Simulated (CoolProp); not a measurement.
Vapour-liquid equilibrium of R22 (1) + R123 (2) at 59.75 °C; x and y are mole fractions of (1).

The numbers come from the multi-fluid Helmholtz-energy mixture model, Kamei 1995 and Younglove 1994; pair parameters Bell 2016 in CoolProp.

Q: Give the bubble pressure and the first vapour's composition at x = 0.125, 0.575, 0.725. Is there an azeotrope?

A: x = 0.125: 0.4990 MPa, y = 0.469; x = 0.575: 1.399 MPa, y = 0.879; x = 0.725: 1.726 MPa, y = 0.927. No azeotrope shows between x = 0.05 and 0.95.

Pair parameters are fitted to limited data, so mixtures are less certain than the pure fluids.
